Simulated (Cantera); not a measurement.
Input: 1 mol SiCl4, 1 mol Cl2, 2.1 mol H2, equilibrated at 1298 K and 1 atm.

These are equilibrium values from Cantera (NASA tables, ideal gas, pure condensed phases), not measurements of a reactor. Candidate condensed phases: Si; 19 gas species. The tables' values for SiCl3 are old estimates; treat these amounts as uncertain. Equilibrium is a limit: real reactors are often held back by kinetics, nucleation or transport.

Base state: HCl 0.497, H2 0.260, SiCl4 0.234, SiHCl3 0.00553, SiCl3 0.00354, SiCl2 0.000320, SiH2Cl2 1.84e-5 (mole fractions); condensed: gas only.

Question: What changes in the equilibrium state with this change: pressure from 1 atm to 97.5 Torr?

Answer: 
| species | before | after |
|---|---|---|
| HCl | 0.497 | 0.503 |
| H2 | 0.260 | 0.254 |
| SiCl4 | 0.234 | 0.225 |
| SiCl3 | 0.00354 | 0.00928 |
| SiCl2 | 0.000320 | 0.00228 |
| SiH2Cl2 | 1.84e-5 | 1.65e-5 |
| SiHCl3 | 0.00553 | 0.00514 |
